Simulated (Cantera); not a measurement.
# PbO + CO + N2 (carbothermic reduction)

Input: 1 mol PbO, 1.2 mol CO, 0.12 mol N2, equilibrated at 7.50 Torr.

These are equilibrium values from Cantera (NASA tables, ideal gas, pure condensed phases), not measurements of a reactor. Candidate condensed phases: C, Pb, PbO, PbO2, Pb3O4; 27 gas species. Gases not in the tables: (PbO)n polymers. Kinetics and transport are ignored.

From 948 K to 1148 K the condensed part is Pb(l). From 1348 K to 2348 K nothing is condensed.

| T (K) | x CO2 | x Pb | x CO | x N2 | x O2 | x PbO | x O | n Pb(l) |
|---|---|---|---|---|---|---|---|---|
| 948 | 0.757 | 0.000479 | 0.151 | 0.0909 | <1e-12 | 1.64e-9 | <1e-12 | 0.999 |
| 1148 | 0.736 | 0.0280 | 0.147 | 0.0884 | <1e-12 | 3.06e-6 | <1e-12 | 0.962 |
| 1348 | 0.431 | 0.430 | 0.0867 | 0.0517 | 3.68e-10 | 0.000523 | 7.83e-11 | 0 |
| 1548 | 0.428 | 0.428 | 0.0892 | 0.0517 | 2.22e-7 | 0.00298 | 3.60e-8 | 0 |
| 1748 | 0.421 | 0.421 | 0.0966 | 0.0517 | 2.65e-5 | 0.0103 | 3.77e-6 | 0 |
| 1948 | 0.404 | 0.407 | 0.112 | 0.0516 | 0.000930 | 0.0240 | 0.000135 | 0 |
| 2148 | 0.364 | 0.388 | 0.146 | 0.0507 | 0.0108 | 0.0372 | 0.00200 | 0 |
| 2348 | 0.275 | 0.371 | 0.214 | 0.0480 | 0.0403 | 0.0369 | 0.0131 | 0 |
x: gas mole fraction; n: condensed amount in mol.
